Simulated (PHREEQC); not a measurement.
0.15 g of hydrous ferric oxide (600 m²/g; 0.2 weak and 0.005 strong sites per Fe, Dzombak-Morel constants, diffuse double layer) in 1 kg of water with 0.1 mol/kgw of an inert sodium salt and 0.00042 mmol/kgw Ag2SO4, at 25 °C; the pH is set by adding NaOH or the inert anion's acid. Oxygen alone is held at its pressure in air (log pO2 = -0.68). The system is closed to CO2. No solid was allowed to form.

The numbers come from PHREEQC with the ion-association model, wateq4f.dat.

```
pH     S sorbed (%)  Ag sorbed (%)  surface charge σ (C/m²)  surface potential ψ (mV)
-----  ------------  -------------  -----------------------  ------------------------
4              97.1            0.0                    0.320                       146
4.67           93.7            0.2                    0.253                       134
5.33           80.6            1.3                    0.177                       116
6              43.1            7.5                    0.111                        93
6.67            9.0           29.4                    0.063                        67
7.33            1.0           65.8                    0.029                        37
8               0.1           89.9                    0.004                         5
8.67            0.0           97.6                   -0.020                       -27
9.33            0.0           99.4                   -0.051                       -57
10              0.0           99.9                   -0.094                       -85
10.67           0.0          100.0                   -0.154                      -109
11.33           0.0          100.0                   -0.229                      -129
12              0.0          100.0                   -0.306                      -141
```
